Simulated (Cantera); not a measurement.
A perfectly stirred reactor is fed with H2 : O2 = 0.14 : 1 (molar parts), at 20.0 Torr; it is held at 1398 K, and followed from long to short residence time.

Model: GRI-Mech 3.0 (53 species, 325 reactions), integrated in Cantera. Radical loss at walls, strong at low pressure, is not modelled. The temperature is held fixed by assumption; the heat of reaction is taken as removed at once.

Problem. What does this change do: H2 0.14 to 0.029 parts?

Solution. 
```tsv
quantity	before	after
x(H2) at τ = 17.0 s	3.32e-5	8.39e-6
x(O2) at τ = 17.0 s	0.868	0.971
x(O) at τ = 17.0 s	0.000341	0.000346
x(HO2) at τ = 17.0 s	5.00e-7	1.89e-7
x(H2O) at τ = 17.0 s	0.130	0.0283
x(H2) at τ = 81.0 ms	0.00102	0.000203
x(O2) at τ = 81.0 ms	0.855	0.961
x(O) at τ = 81.0 ms	0.0115	0.00904
x(HO2) at τ = 81.0 ms	5.23e-6	1.53e-6
x(H2O) at τ = 81.0 ms	0.125	0.0268
```
